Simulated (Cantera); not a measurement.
An isothermal, constant-pressure homogeneous reactor starts with 5.51 % H₂, 82.2 % O₂, 12.3 % N₂, equivalence ratio 0.034, at 1223 K and 24.8 Torr.

Model: the H2/O2 subset of GRI-Mech 3.0, which has no nitrogen chemistry, integrated in Cantera. Radical loss at walls, strong at low pressure, is not modelled. The temperature is held fixed by assumption; the heat of reaction is taken as removed at once.

x: mole fraction; the columns are a selection and need not sum to one.

| t (s) | x H₂ | x O₂ | x H₂O | x OH | x O | x H |
|---|---|---|---|---|---|---|
| 6.00e-5 | 0.0551 | 0.822 | 6.41e-9 | 6.62e-9 | 8.78e-9 | 7.04e-9 |
| 0.000194 | 0.0551 | 0.822 | 2.52e-7 | 1.21e-7 | 1.80e-7 | 1.02e-7 |
| 0.000629 | 0.0538 | 0.821 | 0.000894 | 0.000377 | 0.000570 | 0.000318 |
| 0.00204 | 0.00105 | 0.785 | 0.0485 | 0.00372 | 0.0297 | 0.00780 |
| 0.00660 | … | 0.800 | 0.0525 | … | … | … |
| 0.0214 | 0.000147 | 0.812 | 0.0554 | 0.00140 | 0.00394 | 0.000375 |
| 0.0693 | 1.92e-5 | 0.816 | 0.0563 | 0.000509 | 0.000517 | 1.79e-5 |
| 0.224 | 2.38e-6 | 0.817 | 0.0565 | 0.000182 | 6.54e-5 | 8.05e-7 |
| 0.727 | 3.83e-7 | 0.817 | 0.0566 | 7.36e-5 | 1.07e-5 | 5.34e-8 |
| 2.35 | 8.00e-8 | 0.817 | 0.0566 | 3.39e-5 | 2.27e-6 | 5.21e-9 |
| 7.63 | 2.07e-8 | 0.817 | 0.0566 | 1.73e-5 | 5.93e-7 | 6.97e-10 |
| 24.7 | … | 0.817 | 0.0566 | … | … | 1.77e-10 |
| 80.0 | 7.06e-9 | 0.817 | 0.0566 | 1.01e-5 | 2.02e-7 | 1.40e-10 |

Some entries are withheld; supply them.


- 0.00660, x H₂: 0.000580
- 0.00660, x OH: 0.00277
- 0.00660, x O: 0.0160
- 0.00660, x H: 0.00307
- 24.7, x H₂: 8.26e-9
- 24.7, x OH: 1.10e-5
- 24.7, x O: 2.37e-7
